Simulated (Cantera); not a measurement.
Cantera run:

```python
import numpy as np
import cantera as ct

gas_names = """
    B BF BF2 BF3 BH BHF2 BH2 BH3 B2 F F2 H HF H2 H2F2 H3F3 H4F4 H5F5 H6F6 H7F7
""".split()
cond_names = """
    B(b) B(L)
""".split()


# ... load() reads the species with a 1 bar reference pressure and builds the phases ...
atoms = {
    'BF3': {'B': 1, 'F': 3},
    'H2': {'H': 2},
}
top_T = {}  # K; cautious upper limits of use, not melting points


# ... equilibrate(T, P, feed) seeds the gas with the atoms and calls Mixture.equilibrate('TP', solver="vcs", rtol=1e-11, max_steps=5000) ...
results = []
feed = {'BF3': 1, 'H2': 12}  # mol
P = 57000  # Pa
for T in [950, 1100, 1250, 1400, 1550, 1700, 1850, 2000]:
    mix = equilibrate(T, P, feed)
    results.append((T, P, feed, dict(zip(mix.species_names, mix.species_moles))))

top = {s: max(r[3][s] / sum(r[3][g] for g in gas_names) for r in results) for s in gas_names}
cols = sorted((s for s in top if top[s] > 0.0001), key=lambda s: -top[s])[:9]
seen = [c for c in cond_names if any(r[3].get(c, 0) > 1e-12 for r in results)]
print("log10 of partial pressures in bar; condensed amounts in mol")
print(f"{'T/K':>10s}" + "".join(f"{s[:9]:>10s}" for s in cols + seen))
for T, P, feed, n in results:
    ng = sum(n[g] for g in gas_names)
    print(f"{T:10.4g}" + "".join(f"{np.log10(max(n[s] / ng * P / 1e5, 1e-99)):10.3f}" for s in cols)
          + "".join(f"{n.get(c, 0):10.4g}" for c in seen))
```

Result:

```
log10 of partial pressures in bar; condensed amounts in mol
       T/K        H2       BF3        HF       BF2      BHF2        BF         H
       950    -0.279    -1.360    -3.619    -7.605    -3.619   -11.982    -9.394
      1100    -0.279    -1.365    -3.157    -6.038    -3.157    -9.378    -7.727
      1250    -0.280    -1.374    -2.809    -4.855    -2.813    -7.407    -6.456
      1400    -0.281    -1.388    -2.536    -3.938    -2.553    -5.874    -5.454
      1550    -0.283    -1.410    -2.306    -3.222    -2.367    -4.673    -4.643
      1700    -0.286    -1.445    -2.095    -2.675    -2.254    -3.750    -3.974
      1850    -0.290    -1.502    -1.887    -2.279    -2.222    -3.073    -3.414
      2000    -0.297    -1.595    -1.690    -2.011    -2.263    -2.588    -2.937
```

Cantera equilibrium calculation (NASA polynomials, part measured and part estimated; ideal gas, pure solids and liquids). The tables' values for BF2, BH2 are old estimates; treat these amounts as uncertain.
